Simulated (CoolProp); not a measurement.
Properties of isobutane along the isotherm 183.55 °C.

The numbers come from the reference Helmholtz-energy equation of state, Bücker 2006 in CoolProp.

```csv
p (bar),phase,speed of sound (m/s),Prandtl number,fugacity coefficient
9.07,gas,249.8,0.747,(withheld)
18.1,gas,235.0,0.780,0.8866
27.2,gas,218.9,0.839,0.8316
36.3,supercritical,201.8,0.941,0.7778
45.4,supercritical,184.9,1.12,0.7252
54.4,supercritical,(withheld),1.43,0.6744
63.5,supercritical,175.1,(withheld),0.6255
72.6,supercritical,(withheld),2.14,0.5814
81.7,supercritical,(withheld),(withheld),0.5439
90.7,supercritical,262.2,2.30,0.5130
```

What belongs in the gaps?


- 9.07, fugacity coefficient: 0.9424
- 54.4, speed of sound (m/s): 172.6
- 63.5, Prandtl number: 1.86
- 72.6, speed of sound (m/s): 197.7
- 81.7, speed of sound (m/s): 229.9
- 81.7, Prandtl number: 2.24

Viscosity comes from a separate model (Vogel 2000). Thermal conductivity comes from a separate model (Perkins 2002).
